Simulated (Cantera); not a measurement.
A closed system holds: 1 mol (CH3)2SiCl2, 0.69 mol HCl, 3.3 mol H2, equilibrated at 50.0 mbar.

These are equilibrium values from Cantera (NASA tables, ideal gas, pure condensed phases), not measurements of a reactor. Candidate condensed phases: C, C6H6, C7H8, C8H18, Si, SiC; 109 gas species. The feed counts by its element totals alone. The tables' values for SiCl, SiCl3 are old estimates; treat these amounts as uncertain. Gases not in the tables: Si2H6 and higher silanes. Equilibrium is a limit: real reactors are often held back by kinetics, nucleation or transport.

x: gas mole fraction; n: condensed amount in mol.

| T (K) | x H2 | x HCl | x H | x SiCl2 | x SiCl4 | x Cl | n C(graphite) | n SiC(s) |
|---|---|---|---|---|---|---|---|---|
| 1150 | 0.729 | 0.245 | 2.85e-7 | 0.000222 | 0.0235 | 8.42e-8 | 1.20 | 0.799 |
| 1250 | 0.693 | 0.295 | … | … | … | … | 1.09 | 0.903 |
| 1350 | 0.676 | 0.318 | 8.76e-6 | 0.00160 | 0.00319 | 3.43e-6 | 1.05 | 0.951 |
| 1450 | 0.671 | 0.324 | 3.46e-5 | 0.00288 | 0.000997 | 1.36e-5 | 1.04 | 0.961 |
| 1550 | 0.670 | 0.324 | 0.000115 | 0.00459 | 0.000333 | 4.45e-5 | 1.05 | 0.954 |
| 1650 | 0.671 | 0.321 | 0.000333 | 0.00676 | 0.000123 | 0.000125 | 1.06 | 0.940 |
| 1750 | 0.673 | 0.316 | 0.000853 | 0.00937 | 4.94e-5 | 0.000309 | 1.08 | 0.920 |
| 1850 | 0.675 | 0.310 | 0.00198 | 0.0123 | 2.14e-5 | 0.000690 | 1.10 | 0.897 |
| 1950 | 0.676 | 0.302 | … | … | … | … | 1.12 | 0.872 |
| 2050 | 0.676 | 0.293 | 0.00834 | 0.0189 | 4.81e-6 | 0.00268 | 1.15 | 0.843 |
| 2150 | 0.672 | 0.283 | 0.0155 | 0.0222 | 2.43e-6 | 0.00476 | 1.17 | 0.811 |
| 2250 | 0.664 | 0.270 | 0.0271 | 0.0251 | 1.26e-6 | 0.00797 | 1.19 | 0.768 |
| 2350 | 0.648 | 0.254 | 0.0449 | 0.0275 | 6.59e-7 | 0.0126 | 1.23 | 0.695 |

Task: Complete the blanks.

Result: 
- 1950, x H: 0.00421
- 1950, x SiCl2: 0.0156
- 1950, x SiCl4: 9.90e-6
- 1950, x Cl: 0.00141
- 1250, x H: 1.80e-6
- 1250, x SiCl2: 0.000713
- 1250, x SiCl4: 0.00972
- 1250, x Cl: 6.54e-7
